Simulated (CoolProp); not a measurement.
A closed Brayton cycle with carbon dioxide: compressor inlet 317.15 K and 8.1 MPa, high pressure 14.9 MPa, turbine inlet 665 K, compressor efficiency 0.89, turbine efficiency 0.93, recuperator effectiveness 0.9 (on enthalpy, no pinch check). Each further row changes one setting.

Values from CoolProp's reference Helmholtz-energy equation of state, Span 1996.

```json
[
 {"case": "as stated", "thermal efficiency (%)": "26.6", "net work (kJ/kg)": "42.3", "compressor to turbine work": "0.36", "compressor exit (K)": "363.3", "turbine exit (K)": "598.1"},
 {"case": "turbine inlet 615 K", "thermal efficiency (%)": "24.5", "net work (kJ/kg)": "?", "compressor to turbine work": "0.40", "compressor exit (K)": "363.3", "turbine exit (K)": "?"},
 {"case": "compressor inlet 327.15 K", "thermal efficiency (%)": "?", "net work (kJ/kg)": "?", "compressor to turbine work": "0.43", "compressor exit (K)": "?", "turbine exit (K)": "598.1"},
 {"case": "high pressure 12.7 MPa", "thermal efficiency (%)": "?", "net work (kJ/kg)": "32.6", "compressor to turbine work": "0.35", "compressor exit (K)": "351.0", "turbine exit (K)": "615.5"},
 {"case": "recuperator effectiveness 0.5", "thermal efficiency (%)": "?", "net work (kJ/kg)": "42.3", "compressor to turbine work": "0.36", "compressor exit (K)": "363.3", "turbine exit (K)": "598.1"}
]
```

### Question
Complete the blanks.

### Answer

- turbine inlet 615 K, net work (kJ/kg): 36.2
- turbine inlet 615 K, turbine exit (K): 550.8
- compressor inlet 327.15 K, thermal efficiency (%): 26.0
- compressor inlet 327.15 K, net work (kJ/kg): 37.7
- compressor inlet 327.15 K, compressor exit (K): 378.2
- high pressure 12.7 MPa, thermal efficiency (%): 24.1
- recuperator effectiveness 0.5, thermal efficiency (%): 15.7
